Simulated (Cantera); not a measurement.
A Cantera script and what it prints.

```python
import numpy as np
import cantera as ct

gas_names = """
    CL CL2 H HCL H2 Si SiCL SiCL2 SiCL3 SiCL4 SiH SiHCL3 SiH2 SiH2CL2 SiH3 SiH3CL SiH4 Si2 Si3
""".split()
cond_names = """
    Si(cr) Si(L)
""".split()


def load(file, names, dense=False):
    # The tables refer to 1 bar. Condensed volumes are neglected.
    table = {s.name: s for s in ct.Species.list_from_file(file)}
    out = []
    for n in names:
        d = dict(table[n].input_data)
        d["thermo"] = dict(d["thermo"], **{"reference-pressure": 1e5})
        if dense:
            d["equation-of-state"] = {"model": "constant-volume", "density": "1e6 g/cm^3"}
        out.append(ct.Species.from_dict(d))
    return out


gas = ct.Solution(thermo="ideal-gas", species=load("nasa_gas.yaml", gas_names))
cond = {s.name: ct.Solution(thermo="fixed-stoichiometry", species=[s], name=s.name)
        for s in load("nasa_condensed.yaml", cond_names, dense=True)}
atoms = {
    'SiCl4': {'Si': 1, 'CL': 4},
    'H2': {'H': 2},
}
top_T = {}  # K; cautious upper limits of use, not melting points


def equilibrate(T, P, feed):
    n = {}
    for name, mol in feed.items():
        for a, k in atoms[name].items():
            n[a] = n.get(a, 0.0) + k * mol
    gas.TPX = T, P, n
    mass = sum(n.values()) * gas.mean_molecular_weight
    gas.equilibrate("TP")
    valid = [c for c in cond.values() if c.min_temp <= T <= top_T.get(c.name, c.max_temp)]
    mix = ct.Mixture([(gas, mass / gas.mean_molecular_weight)] + [(c, 0.0) for c in valid])
    mix.T, mix.P = T, P
    mix.equilibrate("TP", solver="vcs", rtol=1e-11, max_steps=5000)
    return mix


results = []
feed = {'SiCl4': 1, 'H2': 7.8}  # mol
P = 250000  # Pa
for T in [900, 1000, 1100, 1200, 1300, 1400, 1500]:
    mix = equilibrate(T, P, feed)
    results.append((T, P, feed, dict(zip(mix.species_names, mix.species_moles))))

top = {s: max(r[3][s] / sum(r[3][g] for g in gas_names) for r in results) for s in gas_names}
cols = sorted((s for s in top if top[s] > 0.0001), key=lambda s: -top[s])[:8]
seen = [c for c in cond_names if any(r[3].get(c, 0) > 1e-12 for r in results)]
print("log10 of partial pressures in bar; condensed amounts in mol")
print(f"{'T/K':>10s}" + "".join(f"{s[:9]:>10s}" for s in cols + seen))
for T, P, feed, n in results:
    ng = sum(n[g] for g in gas_names)
    print(f"{T:10.4g}" + "".join(f"{np.log10(max(n[s] / ng * P / 1e5, 1e-99)):10.3f}" for s in cols)
          + "".join(f"{n.get(c, 0):10.4g}" for c in seen))
```

It prints:

```
log10 of partial pressures in bar; condensed amounts in mol
       T/K        H2       HCL     SiCL4     SiCL2    SiHCL3     SiCL3   SiH2CL2
       900     0.338    -1.403    -0.611    -5.644    -1.417    -3.967    -3.246
      1000     0.334    -1.219    -0.647    -4.316    -1.247    -3.174    -2.814
      1100     0.329    -1.069    -0.694    -3.251    -1.127    -2.544    -2.482
      1200     0.322    -0.936    -0.752    -2.408    -1.058    -2.051    -2.248
      1300     0.314    -0.802    -0.830    -1.775    -1.055    -1.689    -2.130
      1400     0.302    -0.663    -0.944    -1.336    -1.129    -1.454    -2.135
      1500     0.287    -0.537    -1.116    -1.049    -1.276    -1.333    -2.235
```

Equilibrium computed with Cantera from the NASA thermochemical tables; the gas is ideal and each condensed phase is pure. The tables' values for SiCl3 are old estimates; treat these amounts as uncertain.
